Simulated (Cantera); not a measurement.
An isothermal, constant-pressure homogeneous reactor starts with CH₄ : CO₂ = 1 : 0.41 (molar parts), at 1275 K and 12.0 bar.

Computed with Cantera and GRI-Mech 3.0 (53 species, 325 reactions). GRI-Mech 3.0 stops at C3 and has no aromatics, soot or wall deposition, so with more carbon than oxygen in the feed, carbon stays in small species such as C2H2 where larger ones or solid carbon would form. The pressure lies above the range GRI-Mech 3.0 was tuned for (to about 10 atm).

Predict: x(CH₄) at 30.0 s; x(CO₂) at 30.0 s; x(H₂O) at 30.0 s; x(H) at 30.0 s.


```
Property                                            Value
----------------  ---------------------------------------
x(CH₄) at 30.0 s      0.473 (gas-phase equilibrium 0.265)
x(CO₂) at 30.0 s   0.150 (gas-phase equilibrium 0.000620)
x(H₂O) at 30.0 s    0.111 (gas-phase equilibrium 0.00103)
x(H) at 30.0 s    5.50e-8 (gas-phase equilibrium 1.30e-7)
```
